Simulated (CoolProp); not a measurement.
A simple Rankine cycle with R245fa: condensing at 305.15 K, boiler at 1.71 MPa, turbine inlet 389.3 K, turbine efficiency 0.8, pump efficiency 0.8, no recuperator. Each further row changes one setting.

Model: reference Helmholtz-energy equation of state, Akasaka 2015, in CoolProp.

```csv
case,thermal efficiency (%),net work (kJ/kg),heat in (kJ/kg),turbine exit temperature (K),volume ratio over the turbine
as stated,13.0,31.4,242,___,10.3
turbine inlet 409.3 K,13.0,___,269,354.4,9.62
condensing temperature 297.15 K,___,35.7,253,___,13.6
boiler pressure 1.2 MPa,11.3,28.8,254,___,6.55
turbine efficiency 0.7,11.3,___,242,334.8,10.5
```

Question: Fill in the missing entries.

Answer: 
- as stated, turbine exit temperature (K): 330.5
- turbine inlet 409.3 K, net work (kJ/kg): 34.9
- condensing temperature 297.15 K, thermal efficiency (%): 14.1
- condensing temperature 297.15 K, turbine exit temperature (K): 324.9
- boiler pressure 1.2 MPa, turbine exit temperature (K): 345.1
- turbine efficiency 0.7, net work (kJ/kg): 27.3
